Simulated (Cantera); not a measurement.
A closed system holds: 1 mol SiCl₄, 0.15 mol O₂, at 8000 Pa.

Equilibrium computed with Cantera from the NASA thermochemical tables; the gas is ideal and each condensed phase is pure. Candidate condensed phases: Si, SiO₂; 15 gas species. The numbers say what is thermodynamically allowed, not how fast it happens. All values below are at 1073 K.

Base state: SiCl₄ 0.738, Cl₂ 0.260, Cl 0.00194 (mole fractions); condensed: SiO₂(β-quartz).

Question: What changes in the equilibrium state with this change: O₂ from 0.15 to 0.23 mol?

Answer: 
```csv
species,before,after
SiCl₄,0.738,0.625
Cl₂,0.260,0.372
Cl,0.00194,0.00232
"SiO₂(β-quartz), mol",0.150,0.230
```
